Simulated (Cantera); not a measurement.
An adiabatic, constant-volume homogeneous reactor starts with CH4 : C2H6 : O2 : N2 : CO2 = 1 : 0.12 : 1.27 : 4.79 : 0.047 (molar parts), at 1250 K and 1.18 atm.

Model: GRI-Mech 3.0 (53 species, 325 reactions), integrated in Cantera.

One state of this run: T (K) = 2650; P (bar) = 2.99; x CH4 = 3.91e-11; x C2H6 = <1e-12; x O2 = 4.70e-5; x C2H = <1e-12; x H2O = 0.136; x CO = 0.132; x OH = 0.00244. x: mole fraction; the columns are a selection and need not sum to one.

Q: Which value of t (s) does it belong to?
A. 1.94e-5
B. 0.000279
C. 2.00
D. 0.000678

A: C, 2.00
